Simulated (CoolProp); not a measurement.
Values from CoolProp's reference Helmholtz-energy equation of state, Penoncello 2003.

Q: Give the vapour pressure (MPa), liquid density (kg/m³), enthalpy of vaporisation (kJ/kg) of saturated CHF3 (R23) at 229.6 K.

A: 
```csv
T (K),p (MPa),liquid density (kg/m³),enthalpy of vaporisation (kJ/kg)
229.6,0.618,1290,203
```
